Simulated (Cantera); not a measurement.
Feed: 1 mol C2H5OH, 0.08 mol NH3, a varied amount of H2O, equilibrated at 100 Torr.

These are equilibrium values from Cantera (NASA tables, ideal gas, pure condensed phases), not measurements of a reactor. Candidate condensed phases: C, C6H6, C7H8, C8H18, H2O; 136 gas species. The numbers say what is thermodynamically allowed, not how fast it happens.

Stable condensed phases, one row left out:

```
T in K \ n(H2O) in mol
         0.064  0.12  0.24  0.45  0.86   1.7   3.2
   2898      A     A     A     A     B     B     B
   2498      A     A     A     A     A     B     B
   2298      A     A     A     A     A     B     B
   2098      A     A     A     A     A     B     B
   1898      A     A     A     A     A     B     B
   1698      A     A     A     A     A     B     B
   1498      A     A     A     A     A     B     B
   1298      A     A     A     A     A     B     B
   1098      A     A     A     A     A     B     B
    898      A     A     A     A     A     B     B
    698      A     A     A     A     A     A     A
```

A: C; B: gas only.

### Question
Give the row for 2698 K.

### Answer
0.064: C; 0.12: C; 0.24: C; 0.45: C; 0.86: gas only; 1.7: gas only; 3.2: gas only.
